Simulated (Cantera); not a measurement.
Iron carbonyl, mercury and lead vapours: Fe(CO)5 + H2

A closed system holds: 1 mol Fe(CO)5, a varied amount of H2, equilibrated at 1373.15 K and 1.00 bar.

Equilibrium computed with Cantera from the NASA thermochemical tables; the gas is ideal and each condensed phase is pure. Candidate condensed phases: C, C6H6, C7H8, C8H18, Fe, Fe(CO)5, FeO, Fe(OH)2, Fe(OH)3, Fe2O3, Fe3O4, H2O; 114 gas species. Condensed phases not in the tables: cementite and carbon dissolved in iron. The numbers say what is thermodynamically allowed, not how fast it happens.

From 0.38 mol H2 to 4.2 mol H2 the condensed part is C(graphite) + Fe(γ).

```json
[
 {"n(H2) (mol)": "0.38", "log p CO": "-0.03", "log p H2": "-1.15", "log p CO2": "-2.71", "log p H2O": "-3.52", "n C(graphite)": "0.0120", "n Fe(γ)": "1.00"},
 {"n(H2) (mol)": "0.52", "log p CO": "-0.04", "log p H2": "-1.03", "log p CO2": "-2.73", "log p H2O": "-3.40", "n C(graphite)": "0.0121", "n Fe(γ)": "1.00"},
 {"n(H2) (mol)": "0.7", "log p CO": "-0.06", "log p H2": "-0.91", "log p CO2": "-2.76", "log p H2O": "-3.30", "n C(graphite)": "0.0123", "n Fe(γ)": "1.00"},
 {"n(H2) (mol)": "0.94", "log p CO": "-0.08", "log p H2": "-0.80", "log p CO2": "-2.80", "log p H2O": "-3.21", "n C(graphite)": "0.0124", "n Fe(γ)": "1.00"},
 {"n(H2) (mol)": "1.3", "log p CO": "-0.10", "log p H2": "-0.69", "log p CO2": "-2.85", "log p H2O": "-3.12", "n C(graphite)": "0.0124", "n Fe(γ)": "1.00"},
 {"n(H2) (mol)": "1.7", "log p CO": "-0.13", "log p H2": "-0.60", "log p CO2": "-2.90", "log p H2O": "-3.06", "n C(graphite)": "0.0121", "n Fe(γ)": "1.00"},
 {"n(H2) (mol)": "2.3", "log p CO": "-0.17", "log p H2": "-0.50", "log p CO2": "-2.97", "log p H2O": "-3.00", "n C(graphite)": "0.0114", "n Fe(γ)": "1.00"},
 {"n(H2) (mol)": "3.1", "log p CO": "-0.21", "log p H2": "-0.42", "log p CO2": "-3.06", "log p H2O": "-2.96", "n C(graphite)": "0.00991", "n Fe(γ)": "1.00"},
 {"n(H2) (mol)": "4.2", "log p CO": "-0.27", "log p H2": "-0.34", "log p CO2": "-3.18", "log p H2O": "-2.94", "n C(graphite)": "0.00715", "n Fe(γ)": "1.00"}
]
```
log p: log10 of the partial pressure in bar; n: condensed amount in mol.
